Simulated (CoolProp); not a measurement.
The numbers come from the reference Helmholtz-energy equation of state, Leachman 2009 in CoolProp.

Problem. Give the vapour pressure (bar), vapour Z, surface tension (mN/m), liquid conductivity (mW/(m K)) of saturated normal hydrogen at -252.55, -251.55, -243.55 °C.

Solution. 
```
T (°C)   p (bar)  vapour Z  surface tension (mN/m)  liquid conductivity (mW/(m K))
-------  -------  --------  ----------------------  ------------------------------
-252.55     1.08     0.901                    1.87                             104
-251.55     1.43     0.881                    1.70                             104
-243.55     7.54     0.641                   0.402                            95.6
```

Thermal conductivity comes from a separate model (Assael 2011). Surface tension comes from a separate correlation (Mulero 2012).
